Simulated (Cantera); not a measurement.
## Hydrocarbon pyrolysis for carbon deposition

An isothermal, constant-pressure homogeneous reactor starts with C2H6 : N2 = 1 : 110 (molar parts), at 1375 K and 0.120 bar.

Detailed kinetics in Cantera: GRI-Mech 3.0 (53 species, 325 reactions). GRI-Mech 3.0 stops at C3 and has no aromatics, soot or wall deposition, so with more carbon than oxygen in the feed, carbon stays in small species such as C2H2 where larger ones or solid carbon would form.

| t (s) | x C2H6 | x C2H | x H | x CH4 | x H2 | x CH3 | x HCN |
|---|---|---|---|---|---|---|---|
| 7.00e-5 | 0.00899 | <1e-12 | 1.43e-7 | 3.58e-7 | 2.03e-7 | 2.78e-5 | <1e-12 |
| 0.000386 | 0.00889 | <1e-12 | 4.57e-6 | 1.03e-5 | 3.82e-5 | 0.000138 | 2.05e-10 |
| 0.00213 | 0.00709 | 3.70e-10 | 1.99e-5 | 0.000216 | 0.00152 | 0.000344 | 7.05e-8 |
| 0.0117 | 0.00116 | 4.36e-9 | 2.71e-5 | 0.00133 | 0.00793 | 0.000146 | 2.22e-7 |
| 0.0648 | 9.59e-6 | 1.97e-9 | 5.74e-6 | 0.00163 | 0.0126 | 1.44e-5 | 2.62e-7 |
| 0.357 | 3.53e-7 | 5.09e-10 | 1.28e-6 | 0.00164 | 0.0142 | 2.90e-6 | 2.62e-7 |
| 1.97 | 1.76e-7 | 4.25e-10 | 1.01e-6 | 0.00163 | 0.0152 | 2.14e-6 | 2.61e-7 |
| 10.9 | 1.67e-7 | 4.33e-10 | 1.02e-6 | 0.00158 | 0.0153 | 2.09e-6 | 2.62e-7 |
| 60.0 | 1.26e-7 | 4.44e-10 | 1.06e-6 | 0.00136 | 0.0157 | 1.83e-6 | 2.64e-7 |
x: mole fraction; the columns are a selection and need not sum to one.

Equilibrium at this temperature and pressure: C2H6 1.50e-10, C2H 7.50e-11, H 1.32e-6, CH4 3.65e-5, H2 0.0176, CH3 5.46e-8, HCN 0.0152 (gas phase only).
